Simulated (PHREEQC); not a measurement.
Solution (25 °C): 130 mmol/kgw NiSO4, 26 mmol/kgw NiCl2 and 140 mmol/kgw HCl. Closed to the air; pH follows from the charge balance.

Equilibrium calculation in PHREEQC: ion-association model, wateq4f.dat.

This is a speciation only: nothing precipitates in the calculation.

Task: Predict the pH, activity of water, ionic strength.

Result: pH 1.22; activity of water 0.991; ionic strength 0.436 mol/kgw.

Task: In which forms is Ni present?

Result: Ni+2 67 %, NiSO4 24 %, NiCl+ 7.5 %, NiCl2 2.0 % of the Ni.
